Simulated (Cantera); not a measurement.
# Boron, boron nitride and boron oxide: borazine + O2 + H2

Input: 1 mol borazine, 0.12 mol O2, a varied amount of H2, held at 2075 K and 3.98 Torr.

Method: chemical equilibrium by Gibbs-energy minimisation in Cantera with the NASA 1993 tables (ideal gas, pure condensed phases). Candidate condensed phases: B, BN, B2O3, B3O3H3, H2O; 39 gas species. The feed counts by its element totals alone. Mutual solubility and eutectic melting of coexisting phases are not modelled. The tables' values for BH2 are old estimates; treat these amounts as uncertain. Rates play no part.

From 6.4 mol H2 to 15 mol H2 the condensed part is B(s) + BN(s). From 19 mol H2 to 44 mol H2 the condensed part is B(s). The main B-bearing gas is HBO throughout.

```csv
n(H2) (mol),x H2,x N2,x H,x HBO,x BO,n B(s),n BN(s)
6.4,0.877,0.0653,0.0343,0.0142,0.00753,1.11,1.64
7.9,0.880,0.0653,0.0343,0.0124,0.00654,1.32,1.43
9.8,0.883,0.0653,0.0344,0.0106,0.00561,1.59,1.15
12,0.885,0.0653,0.0344,0.00915,0.00482,1.91,0.842
15,0.888,0.0653,0.0345,0.00768,0.00404,2.33,0.414
19,0.893,0.0623,0.0346,0.00635,0.00333,2.74,0
23,0.903,0.0533,0.0348,0.00546,0.00285,2.74,0
29,0.914,0.0438,0.0350,0.00451,0.00234,2.73,0
35,0.921,0.0372,0.0351,0.00385,0.00198,2.73,0
44,0.929,0.0303,0.0353,0.00315,0.00162,2.72,0
```
x: gas mole fraction; n: condensed amount in mol.
